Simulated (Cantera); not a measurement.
Charge: 1 mol SiCl4, 0.4 mol C2H4, 19 mol H2, 2 mol HCl, at 998.15 K and 7000 Pa.

These are equilibrium values from Cantera (NASA tables, ideal gas, pure condensed phases), not measurements of a reactor. Candidate condensed phases: C, C6H6, C7H8, C8H18, Si, SiC; 109 gas species. The tables' values for SiCl3 are old estimates; treat these amounts as uncertain. Rates play no part.

Base state: H2 0.841, HCl 0.117, SiCl4 0.0350, CH4 0.00483, SiHCl3 0.00175, SiCl3 0.000123, SiCl2 1.05e-5 (mole fractions); condensed: C(graphite) + SiC(s).

Question: What changes in the equilibrium state with this change: SiCl4 replaced by Si(CH3)4?

Answer: 
```csv
species,before,after
H2,0.841,0.929
HCl,0.117,0.0624
CH4,0.00483,0.00589
SiCl4,0.0350,0.00234
SiCl3,0.000123,1.61e-5
SiHCl3,0.00175,0.000242
"C(graphite), mol",0.534,3.71
"SiC(s), mol",0.156,0.928
```
